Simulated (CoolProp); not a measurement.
The fluid at 298.15 K and 9.54 MPa flows at 13 m/s in a round tube of 20 mm bore and 45 µm roughness, fully developed (64/Re and Nu = 3.66 if laminar; Colebrook and Gnielinski if turbulent). The same conditions are run with several fluids, on thermodynamics alone (safety and materials aside).

Model: reference Helmholtz-energy equation of state of each fluid (isobutane: Bücker 2006; ethylbenzene: Zhou 2012; R410A: Lemmon 2003; n-hexane: Thol 2019; R407C: Lemmon 2003), in CoolProp. Blends and air are pseudo-pure fits.

### Question
Rank isobutane, ethylbenzene, R410A, n-hexane, R407C by Reynolds number, highest first.

### Answer
R410A (2060000), R407C (1740000), isobutane (848000), n-hexane (526000), ethylbenzene (342000)

```
fluid         Darcy friction factor  pressure drop (Pa/m)  heat-transfer coefficient (W/(m² K))  mass flow (kg/h)
------------  ---------------------  --------------------  ------------------------------------  ----------------
isobutane                    0.0244                 58400                                 24600              8350
ethylbenzene                 0.0247                 90600                                 18300             12800
R410A                        0.0243                115000                                 45100             16400
n-hexane                     0.0245                 68800                                 22800              9770
R407C                        0.0243                122000                                 39600             17500
```

Transport values come from each fluid's own correlations; those of ethylbenzene are estimates that may be off by 10 % or more.
